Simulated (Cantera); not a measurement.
An isothermal, constant-pressure homogeneous reactor starts with N₂O : H₂O = 1 : 0.0065 (molar parts), at 1423 K and 0.0158 atm. Integrator tolerance rtol = 1e-08.

Detailed kinetics in Cantera: GRI-Mech 3.0 (53 species, 325 reactions). GRI-Mech 3.0 was tuned for natural gas; its chemistry of N2O as a main component is partial and can be far from experiment. Radical loss at walls, strong at low pressure, is not modelled. The temperature is held fixed by assumption; the heat of reaction is taken as removed at once.

Problem. What does this change do: pressure from 0.0158 atm to 1.00 atm?

Solution. 
```csv
quantity,before,after
x(N₂O) at 3.00 s,0.260 (gas-phase equilibrium 6.96e-9),3.14e-6 (gas-phase equilibrium 5.54e-8)
x(H₂O) at 3.00 s,0.00485 (gas-phase equilibrium 0.00430),0.00431 (gas-phase equilibrium 0.00431)
x(O) at 3.00 s,3.06e-5 (gas-phase equilibrium 6.17e-6),7.14e-7 (gas-phase equilibrium 7.75e-7)
x(OH) at 3.00 s,5.93e-5 (gas-phase equilibrium 2.53e-5),8.62e-6 (gas-phase equilibrium 8.98e-6)
x(H₂O₂) at 3.00 s,2.22e-10 (gas-phase equilibrium 4.07e-11),2.99e-10 (gas-phase equilibrium 3.25e-10)
x(H₂) at 3.00 s,1.46e-7 (gas-phase equilibrium 3.80e-8),5.21e-9 (gas-phase equilibrium 4.79e-9)
x(H) at 3.00 s,8.17e-8 (gas-phase equilibrium 1.03e-8),4.80e-10 (gas-phase equilibrium 4.60e-10)
```
